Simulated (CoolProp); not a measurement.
Properties of decamethyltetrasiloxane (MD2M) at several states.

Model: reference Helmholtz-energy equation of state, Thol 2017, in CoolProp.

```json
[
 {"T (K)": "561.7", "p (bar)": "0.142", "phase": "gas", "Z": "0.9949", "cp (kJ/(kg K))": "1.972", "expansivity (1/kK)": "1.813", "fugacity coefficient": "0.9949"},
 {"T (K)": "461.1", "p (bar)": "0.382", "phase": "gas", "Z": "0.9723", "cp (kJ/(kg K))": "1.788", "expansivity (1/kK)": "2.386", "fugacity coefficient": "0.9731"},
 {"T (K)": "511.9", "p (bar)": "2.45", "phase": "gas", "Z": "0.8611", "cp (kJ/(kg K))": "1.924", "expansivity (1/kK)": "3.318", "fugacity coefficient": "0.8792"},
 {"T (K)": "319.6", "p (bar)": "5.65", "phase": "liquid", "Z": "0.07976", "cp (kJ/(kg K))": "1.777", "expansivity (1/kK)": "1.196", "fugacity coefficient": "0.0004806"}
]
```
